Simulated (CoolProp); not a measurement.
Vapour-liquid equilibrium of n-octane (1) + n-dodecane (2) at 0.349 MPa; x and y are mole fractions of (1).

Model: multi-fluid Helmholtz-energy mixture model, Beckmüller 2019 and Lemmon 2004; pair parameters Bell 2016, in CoolProp.

```
x     bubble temperature (°C)  y at the bubble point  dew temperature at overall composition x (°C)  liquid density (mol/L)
----  -----------------------  ---------------------  ---------------------------------------------  ----------------------
0.05                    268.0                  0.157                                          273.5                   3.215
0.15                    252.8                  0.412                                          268.3                   3.393
0.25                    239.1                  0.596                                          262.8                   3.570
0.35                    226.9                  0.725                                          256.8                   3.745
0.45                    216.1                  0.815                                          250.2                   3.919
0.55                    206.7                  0.878                                          242.8                   4.092
0.65                    198.5                  0.922                                          234.3                   4.266
0.75                    191.3                  0.954                                          224.1                   4.441
0.85                    185.0                  0.977                                          211.1                   4.618
0.95                    179.5                  0.993                                          192.2                   4.797
```

No azeotrope shows between x = 0.05 and 0.95.

Pair parameters are fitted to limited data, so mixtures are less certain than the pure fluids.
